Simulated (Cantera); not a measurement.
Charge: 1 mol n-butane, 4.3 mol H2, 0.23 mol NH3, held at 2623 K and 1.90 mbar.

Cantera equilibrium calculation (NASA polynomials, part measured and part estimated; ideal gas, pure solids and liquids). Candidate condensed phases: C, C6H6, C7H8, C8H18; 92 gas species. Kinetics and transport are ignored.

Q: What is the equilibrium state?

A: 
```json
{
 "x(H)": "0.597",
 "x(H2)": "0.382",
 "x(C2H2 (acetylene))": "0.00677",
 "x(N2)": "0.00552",
 "x(HCN)": "0.00436",
 "x(C3)": "0.00162",
 "x(C2H)": "0.000974",
 "x(HNC)": "0.000584",
 "x(CN)": "0.000465",
 "n(C(graphite))": "3.63 mol",
 "gas_amount": "13.97 mol"
}
```
